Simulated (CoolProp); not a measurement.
R11 at 257.35 K and 3.63 MPa is throttled through a valve to 1.13 MPa with no heat exchange. Each further row changes one setting.

Computed with CoolProp (reference Helmholtz-energy equation of state, Jacobsen 1992).

```json
[
 {"case": "as stated", "temperature change (K)": "___"},
 {"case": "outlet pressure 0.339 MPa", "temperature change (K)": "___"},
 {"case": "outlet pressure 1.47 MPa", "temperature change (K)": "___"}
]
```

Task: Complete the blanks.

Result: 
- as stated, temperature change (K): +1.2
- outlet pressure 0.339 MPa, temperature change (K): +1.6
- outlet pressure 1.47 MPa, temperature change (K): +1.0
